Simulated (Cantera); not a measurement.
A Cantera script and what it prints.

```python
import numpy as np
import cantera as ct

gas_names = """
    Cu CuO Cu2 H HO2 H2 H2O H2O2 O OH O2 O3
""".split()
cond_names = """
    Cu(cr) Cu(L) CuO(s) CuO2H2(s) Cu2O(s) Cu2O(L) H2O(s) H2O(L)
""".split()


# ... load() reads the species with a 1 bar reference pressure and builds the phases ...
atoms = {
    'CuO': {'Cu': 1, 'O': 1},
    'H2': {'H': 2},
}
top_T = {'CuO(s)': 1390}  # K; cautious upper limits of use, not melting points


# ... equilibrate(T, P, feed) seeds the gas with the atoms and calls Mixture.equilibrate('TP', solver="vcs", rtol=1e-11, max_steps=5000) ...
results = []
feed = {'CuO': 1, 'H2': 2.4}  # mol
P = 5900  # Pa
for T in [625, 725, 825, 925, 1025, 1125, 1225, 1325, 1425, 1525, 1625, 1725, 1825]:
    mix = equilibrate(T, P, feed)
    results.append((T, P, feed, dict(zip(mix.species_names, mix.species_moles))))

top = {s: max(r[3][s] / sum(r[3][g] for g in gas_names) for r in results) for s in gas_names}
cols = sorted((s for s in top if top[s] > 1e-05), key=lambda s: -top[s])[:7]
seen = [c for c in cond_names if any(r[3].get(c, 0) > 1e-12 for r in results)]
print("log10 of partial pressures in bar; condensed amounts in mol")
print(f"{'T/K':>10s}" + "".join(f"{s[:9]:>10s}" for s in cols + seen))
for T, P, feed, n in results:
    ng = sum(n[g] for g in gas_names)
    print(f"{T:10.4g}" + "".join(f"{np.log10(max(n[s] / ng * P / 1e5, 1e-99)):10.3f}" for s in cols)
          + "".join(f"{n.get(c, 0):10.4g}" for c in seen))
```

It prints:

```
log10 of partial pressures in bar; condensed amounts in mol
       T/K        H2       H2O        Cu         H        OH       Cu2    Cu(cr)     Cu(L)
       625    -1.463    -1.609   -21.305   -16.301   -21.116   -31.554         1         0
       725    -1.463    -1.609   -17.435   -13.761   -17.836   -26.021         1         0
       825    -1.463    -1.609   -14.509   -11.832   -15.346   -21.843         1         0
       925    -1.463    -1.609   -12.220   -10.316   -13.389   -18.581         1         0
      1025    -1.463    -1.609   -10.382    -9.092   -11.812   -15.966         1         0
      1125    -1.463    -1.609    -8.874    -8.084   -10.513   -13.824         1         0
      1225    -1.463    -1.609    -7.616    -7.238    -9.425   -12.040         1         0
      1325    -1.463    -1.609    -6.552    -6.518    -8.500   -10.533         1         0
      1425    -1.463    -1.609    -5.663    -5.898    -7.704    -9.293         0    0.9999
      1525    -1.463    -1.609    -4.905    -5.358    -7.012    -8.243         0    0.9995
      1625    -1.464    -1.610    -4.243    -4.883    -6.405    -7.328         0    0.9977
      1725    -1.465    -1.611    -3.660    -4.464    -5.869    -6.525         0     0.991
      1825    -1.469    -1.615    -3.143    -4.091    -5.392    -5.814         0    0.9702
```

Equilibrium computed with Cantera from the NASA thermochemical tables; the gas is ideal and each condensed phase is pure.
